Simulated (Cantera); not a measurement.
# Equilibrium for carbothermic reduction: MgO + CH4 + CO

A closed system holds: 1 mol MgO, 1 mol CH4, 0.55 mol CO, held at 240 Torr.

Equilibrium computed with Cantera from the NASA thermochemical tables; the gas is ideal and each condensed phase is pure. Candidate condensed phases: C, C6H6, C7H8, C8H18, H2O, Mg, MgCO3, MgO, Mg(OH)2; 116 gas species. The tables' values for MgH are old estimates; treat these amounts as uncertain. Equilibrium is a limit: real reactors are often held back by kinetics, nucleation or transport.

From 1075 °C to 1575 °C the condensed part is C(graphite) + MgO(s). From 1675 °C to 1775 °C nothing is condensed. The main Mg-bearing gas is Mg throughout.

```csv
T (°C),x H2,x CO,x Mg,x H,x MgH,x CH4,x H2O,n C(graphite),n MgO(s)
1075,0.783,0.216,9.66e-8,3.62e-6,4.17e-10,0.00114,0.000315,0.998,1.00
1175,0.783,0.216,4.44e-6,1.44e-5,2.17e-8,0.000655,0.000137,0.999,1.000
1275,0.784,0.216,0.000123,4.82e-5,6.70e-7,0.000403,6.64e-5,0.999,1.000
1375,0.780,0.217,0.00225,0.000139,1.34e-5,0.000261,3.53e-5,0.993,0.994
1475,0.740,0.231,0.0274,0.000348,0.000174,0.000161,2.04e-5,0.925,0.925
1575,0.482,0.325,0.191,0.000651,0.00105,4.90e-5,1.13e-5,0.203,0.204
1675,0.438,0.341,0.219,0.00132,0.00123,7.43e-6,2.80e-5,0,0
1775,0.437,0.340,0.218,0.00262,0.00131,4.06e-6,2.62e-5,0,0
```
x: gas mole fraction; n: condensed amount in mol.
